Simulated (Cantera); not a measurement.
An adiabatic, constant-volume homogeneous reactor starts with C3H8 : O2 : N2 : H2O = 1 : 2.78 : 10.4 : 0.35 (molar parts), equivalence ratio 1.8, at 1550 K and 17.0 bar. Integrator tolerance rtol = 1e-08.

Computed with Cantera and GRI-Mech 3.0 (53 species, 325 reactions). GRI-Mech 3.0 was tuned for natural gas; its chemistry of propane as a main component is partial and can be far from experiment. The pressure lies above the range GRI-Mech 3.0 was tuned for (to about 10 atm). Above 3000 K some thermodynamic fits are extrapolated.

```tsv
quantity	before	after
time of steepest temperature rise	8.50 µs	25.8 µs
temperature at 0.300 s	3081 K	3010 K
equilibrium temperature	3081 K	3010 K
x(C3H8) at 0.300 s	<1e-12 (gas-phase equilibrium <1e-12)	<1e-12 (gas-phase equilibrium <1e-12)
x(O2) at 0.300 s	0.000135 (gas-phase equilibrium 0.000135)	8.24e-5 (gas-phase equilibrium 8.24e-5)
x(H2O) at 0.300 s	0.132 (gas-phase equilibrium 0.132)	0.134 (gas-phase equilibrium 0.134)
x(C2H4) at 0.300 s	<1e-12 (gas-phase equilibrium <1e-12)	<1e-12 (gas-phase equilibrium <1e-12)
x(CO) at 0.300 s	0.143 (gas-phase equilibrium 0.143)	0.143 (gas-phase equilibrium 0.143)
x(CO2) at 0.300 s	0.0242 (gas-phase equilibrium 0.0242)	0.0247 (gas-phase equilibrium 0.0247)
```

Q: Name the change that produced these shifts.
(A) initial temperature 1550 to 1448 K
(B) constant pressure in place of constant volume
(C) initial temperature 1550 to 1248 K
(D) initial temperature 1550 to 1500 K

A: A, initial temperature 1550 to 1448 K
